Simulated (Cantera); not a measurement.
A perfectly stirred reactor is fed with CH4 : C2H6 : O2 : N2 = 1 : 0.037 : 1.77 : 13.1 (molar parts), at 0.630 bar; it is adiabatic with a 575 K inlet, and is followed from long to short residence time, starting on the burning branch (τ in s: 0.18, 0.077, 0.032, 0.013, 0.0054, 0.0022, 0.00093, 0.00039, 0.00016, 6.6e-05).

Cantera simulation using GRI-Mech 3.0 (53 species, 325 reactions); the numbers are that mechanism's predictions, not measurements.

Problem. What does this change do: 1.2 parts H2 added?

Solution. 
```
quantity                                                                       before                               after
------------------------------------------------  -----------------------------------  ----------------------------------
blow-out, bracketed by the residence times tried  burning at 2.20 ms, out at 0.930 ms  burning at 5.40 ms, out at 2.20 ms
x(CH4) at τ = 0.180 s                                                         5.35e-5                             0.00332
x(C2H6) at τ = 0.180 s                                                        1.66e-7                             9.37e-6
x(O2) at τ = 0.180 s                                                         0.000173                            0.000766
x(NO2) at τ = 0.180 s                                                        3.00e-10                            4.89e-11
x(CH3) at τ = 0.180 s                                                         2.20e-5                            0.000164
x(CH4) at τ = 2.20 ms                                                        0.000504                              0.0585
x(C2H6) at τ = 2.20 ms                                                        4.13e-6                             0.00216
x(O2) at τ = 2.20 ms                                                          0.00357                               0.103
x(NO2) at τ = 2.20 ms                                                         1.31e-9                              <1e-12
x(CH3) at τ = 2.20 ms                                                        0.000185                              <1e-12
```

Problem. What does this change do: C2H6 0.037 to 0.047 parts?

Solution. 
```csv
quantity,before,after
"blow-out, bracketed by the residence times tried","burning at 2.20 ms, out at 0.930 ms","burning at 5.40 ms, out at 2.20 ms"
x(CH4) at τ = 0.180 s,5.35e-5,0.000172
x(C2H6) at τ = 0.180 s,1.66e-7,5.01e-7
x(O2) at τ = 0.180 s,0.000173,0.000272
x(NO2) at τ = 0.180 s,3.00e-10,2.93e-10
x(CH3) at τ = 0.180 s,2.20e-5,4.94e-5
x(CH4) at τ = 2.20 ms,0.000504,0.0628
x(C2H6) at τ = 2.20 ms,4.13e-6,0.00295
x(O2) at τ = 2.20 ms,0.00357,0.111
x(NO2) at τ = 2.20 ms,1.31e-9,<1e-12
x(CH3) at τ = 2.20 ms,0.000185,<1e-12
```
